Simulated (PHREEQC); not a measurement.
A made-up water analysis in mg/L, 25 °C, pH 6.51, pe 9.7:

| constituent | mg/L |
|---|---|
| Na | 0.0131 |
| K | 0.00514 |
| Ca | 0.00553 |
| Mg | 0.00138 |
| Cl | 0.014 |
| S(6) as SO4 | 0.00613 |
| Alkalinity as HCO3 | 0.0337 |
| Si as SiO2 | 9.01e-06 |
| Br | 8.48e-05 |
| Cu(2) | 0.00164 |
| Pb | 0.000186 |
| O(0) (dissolved oxygen) | 1.07e-05 |

Valence states are taken as typed.

Model: ion-association model, wateq4f.dat, run in PHREEQC.

Each row changes one thing in this solution. No solid was allowed to form.

```
case                                         ionic strength (mol/kgw)  HCO3- (mol/kgw)  CO2 (mol/kgw)  Cu+2 (mol/kgw)  Cu(OH)2 (mol/kgw)  CuOH+ (mol/kgw)  SI of Pb(OH)2 (Pb(OH)2)  SI of Quartz (SiO2)
-------------------------------------------  ------------------------  ---------------  -------------  --------------  -----------------  ---------------  -----------------------  -------------------
as made                                                       1.69e-6          8.19e-7        5.68e-7         2.06e-8            4.49e-9         6.65e-10                    -4.21                -5.84
Ca from 0.00553 to 0.0166 mg/L                                2.24e-6          8.19e-7        5.68e-7         2.06e-8            4.48e-9         6.64e-10                    -4.21                -5.84
Alkalinity from 0.0337 to 0.0169 mg/L                         1.55e-6          5.44e-7              …         2.06e-8            4.49e-9         6.65e-10                    -4.21                -5.84
pH from 6.51 to 6.81 at the same alkalinity                   1.51e-6                …              …         1.34e-8                  …                …                    -3.63                -5.84
```

### Question
Fill in the missing entries.

### Answer

- Alkalinity from 0.0337 to 0.0169 mg/L, CO2 (mol/kgw): 3.77e-7
- pH from 6.51 to 6.81 at the same alkalinity, HCO3- (mol/kgw): 6.18e-7
- pH from 6.51 to 6.81 at the same alkalinity, CO2 (mol/kgw): 2.15e-7
- pH from 6.51 to 6.81 at the same alkalinity, Cu(OH)2 (mol/kgw): 1.16e-8
- pH from 6.51 to 6.81 at the same alkalinity, CuOH+ (mol/kgw): 8.59e-10

The database's constant for dissolved Cu(OH)2 is higher than later reviews accept.
